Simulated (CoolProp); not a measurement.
1000 sccm (0 °C, 1 atm) of nitrogen bubbles through liquid toluene at 294.4 K and leaves saturated at a total pressure of 0.0729 MPa (ideal gas phase). Each further row changes one setting.

Values from CoolProp's reference Helmholtz-energy equation of state, Lemmon 2006. It is a short technical equation, of lower accuracy than the large ones.

```tsv
case	vapour pressure (kPa)	mole fraction of vapour	delivery (mg/min)	delivery (sccm)	change of delivery for a bath 1 K warmer (%)
as stated	3.12	?	?	?	5.7
bath temperature 299.4 K	4.05	?	?	58.8	5.6
total pressure 0.146 MPa	3.12	0.0214	89.8	?	5.6
```

Problem. Some entries are withheld; supply them.

Solution. 
- as stated, mole fraction of vapour: 0.0428
- as stated, delivery (mg/min): 184
- as stated, delivery (sccm): 44.7
- bath temperature 299.4 K, mole fraction of vapour: 0.0556
- bath temperature 299.4 K, delivery (mg/min): 242
- total pressure 0.146 MPa, delivery (sccm): 21.8
